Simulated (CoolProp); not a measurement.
Values from CoolProp's reference Helmholtz-energy equation of state, Thol 2019.

Q: For decamethylcyclopentasiloxane (D5), give the phase and the density (kg/m³), speed of sound (m/s), expansivity (1/kK), fugacity coefficient at 96.85 °C and 7.49 bar; 128.15 °C and 7.49 bar; 346.85 °C and 7.49 bar.

A: 
- 96.85 °C and 7.49 bar: liquid; density 878, speed of sound 717, expansivity 1.22, fugacity coefficient 0.00316
- 128.15 °C and 7.49 bar: liquid; density 845, speed of sound 633, expansivity 1.30, fugacity coefficient 0.0122
- 346.85 °C and 7.49 bar: gas; density 78.1, speed of sound 79.6, expansivity 6.03, fugacity coefficient 0.762
